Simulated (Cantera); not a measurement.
Input: 1 mol Pb, 0.45 mol CO, at 0.610 bar.

Cantera equilibrium calculation (NASA polynomials, part measured and part estimated; ideal gas, pure solids and liquids). Candidate condensed phases: C, Pb, PbO, PbO₂, Pb₃O₄; 15 gas species. The numbers say what is thermodynamically allowed, not how fast it happens.

### Question
What share of the Pb ends up in condensed phases as a function of T (K), at 700, 800, 900, 1000, 1100, 1200, 1300, 1400, 1500, 1600, 1700, 1800, 1900, 2000?

### Answer
```
T (K)  Pb condensed (%)     as
-----  ----------------  -----
700               100.0  Pb(l)
800               100.0  Pb(l)
900               100.0  Pb(l)
1000              100.0  Pb(l)
1100              100.0  Pb(l)
1200              100.0  Pb(l)
1300               99.8  Pb(l)
1400               99.3  Pb(l)
1500               98.1  Pb(l)
1600               95.0  Pb(l)
1700               87.3  Pb(l)
1800               63.9  Pb(l)
1900                0.0      -
2000                0.0      -
```
